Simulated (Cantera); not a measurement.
Charge: 1 mol CH3SiH3, 0.22 mol C2H4, 230 mol H2, equilibrated at 975 K.

These are equilibrium values from Cantera (NASA tables, ideal gas, pure condensed phases), not measurements of a reactor. Candidate condensed phases: C, C6H6, C7H8, C8H18, Si, SiC; 87 gas species. The feed counts by its element totals alone. Equilibrium is a limit: real reactors are often held back by kinetics, nucleation or transport.

x: gas mole fraction; n: condensed amount in mol.

```tsv
P (Pa)	x H2	x CH4	x H	x SiH4	x C2H4	n C(graphite)	n SiC(s)
100	1.000	0.000126	3.62e-8	<1e-12	5.25e-10	0.411	1.00
400	0.999	0.000502	1.81e-8	<1e-12	2.10e-9	0.323	1.00
1600	0.998	0.00189	9.03e-9	(withheld)	7.45e-9	0	1.00
6300	0.998	0.00189	4.55e-9	(withheld)	1.89e-9	0	1.00
25000	0.998	0.00189	2.29e-9	(withheld)	4.77e-10	0	1.00
100000	0.998	0.00189	1.14e-9	(withheld)	1.19e-10	0	1.000
```

Question: Some entries are withheld; supply them.

Answer: 
- 1600, x SiH4: 2.02e-12
- 6300, x SiH4: 3.13e-11
- 25000, x SiH4: 4.92e-10
- 100000, x SiH4: 7.88e-9
